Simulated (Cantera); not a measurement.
Feed: 1 mol Si3N4, 0.012 mol N2O, 8.9 mol N2, equilibrated at 1327 °C and 1 atm.

These are equilibrium values from Cantera (NASA tables, ideal gas, pure condensed phases), not measurements of a reactor. Candidate condensed phases: Si, SiO2, Si2N2O, Si3N4; 16 gas species. Mutual solubility and eutectic melting of coexisting phases are not modelled. Rates play no part.

Base state: N2 1.000 (mole fractions); condensed: Si2N2O(s) + Si3N4(s).

Problem. What changes in the equilibrium state with this change: temperature from 1327 °C to 1900 °C?

Solution. 
```
species          before     after
--------------  -------  --------
N2                1.000     0.999
SiO             5.53e-7   0.00110
Si                <1e-9  0.000279
Si2N              <1e-9   5.65e-5
SiN               <1e-9   5.00e-5
Si2N2O(s), mol   0.0120         0
Si3N4(s), mol     0.992         0
Si(l), mol            0      2.98
```
The tables' values for SiN are old estimates; treat these amounts as uncertain.
